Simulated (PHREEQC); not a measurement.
A column of 1 m (30 cells, dispersivity 0.05 m, 300 s a shift, diffusion coefficient 3e-10 m²/s) holds 0.00096 eq of the database's cation exchanger X per kg of pore water, first in equilibrium with 11 mmol/kgw KBr and 0.01 mmol/kgw HCl. It is flushed with 0.00076 mol/kgw MnCl2, 0.00043 mol/kgw MgCl2 and 1e-05 mol/kgw HCl, at 15 °C. Values are for the last cell. The system is closed to CO2. No solid was allowed to form.

All values are PHREEQC results (ion-association model, phreeqc.dat), not measurements.

Problem. Predict Mn in solution (mol/kgw), Br in solution (mol/kgw) at pore volumes = 0, 2.317, 2.717, 2.917, 3.017.

Solution. 
```
pore volumes  Mn in solution (mol/kgw)  Br in solution (mol/kgw)
------------  ------------------------  ------------------------
0                                    0                    0.0110
2.317                         0.000750                   1.97e-5
2.717                         0.000758                   2.84e-6
2.917                         0.000759                   1.06e-6
3.017                         0.000760                   6.47e-7
```
